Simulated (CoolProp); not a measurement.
Values from CoolProp's reference Helmholtz-energy equation of state, Lemmon 2006. It is a short technical equation, of lower accuracy than the large ones.

### Question
Give the vapour pressure (kPa), vapour density (kg/m³), enthalpy of vaporisation (kJ/kg), surface tension (mN/m) of saturated CH3F (R41) at -35.55, -26.95 °C.

### Answer
```csv
T (°C),p (kPa),vapour density (kg/m³),enthalpy of vaporisation (kJ/kg),surface tension (mN/m)
-35.55,676,13.5,418,9.08
-26.95,909,18.1,401,7.88
```

Surface tension comes from a separate correlation (Mulero 2012).
